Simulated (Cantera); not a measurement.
Cantera run:

```python
import numpy as np
import cantera as ct

gas_names = """
    CO TaO2
""".split()
cond_names = """
    Ta(cr) Ta(L) C(gr)
""".split()


# ... load() reads the species with a 1 bar reference pressure and builds the phases ...
species = {s.name: s for s in load("nasa_gas.yaml", gas_names) + load("nasa_condensed.yaml", cond_names)}
# Each term lists the table entries of one substance; the one whose range holds T is used.
reactions = {
    'Ta + 2 CO(g) = 2 C + TaO2(g)':
        [(-1, ['Ta(cr)', 'Ta(L)']), (-2, ['CO']), (2, ['C(gr)']), (1, ['TaO2'])],
}


def pick(names, T):
    return next(species[n] for n in names if species[n].thermo.min_temp <= T <= species[n].thermo.max_temp)


results = []
for label, terms in reactions.items():
    print(label)
    print("     T/K   dH/kJ  dS/(J/K)   dG/kJ   log10 K")
    for T in [1175, 1225, 1275, 1325, 1375, 1425, 1475, 1525, 1575]:
        used = [(nu, pick(names, T)) for nu, names in terms]
        dH = sum(nu * s.thermo.h(T) for nu, s in used) / 1e6
        dS = sum(nu * s.thermo.s(T) for nu, s in used) / 1e3
        dG = dH - T * dS / 1e3
        logK = -dG * 1e6 / (ct.gas_constant * T * np.log(10))
        results.append((label, T, dH, dS, dG, logK, [s.name for _, s in used]))
        print(f"{T:8g} {dH:8.1f} {dS:8.1f} {dG:8.1f} {logK:8.2f}")
```

Result:

```
Ta + 2 CO(g) = 2 C + TaO2(g)
     T/K   dH/kJ  dS/(J/K)   dG/kJ   log10 K
    1175     18.9   -151.3    196.7    -8.74
    1225     19.2   -151.1    204.3    -8.71
    1275     19.4   -150.9    211.8    -8.68
    1325     19.7   -150.7    219.3    -8.65
    1375     19.9   -150.5    226.9    -8.62
    1425     20.2   -150.3    234.4    -8.59
    1475     20.4   -150.1    241.9    -8.57
    1525     20.7   -150.0    249.4    -8.54
    1575     21.0   -149.8    256.9    -8.52
```

Source: NASA polynomial tables (part measured, part estimated), evaluated in Cantera. Condensed species are held in their standard states even where they would react or evaporate.
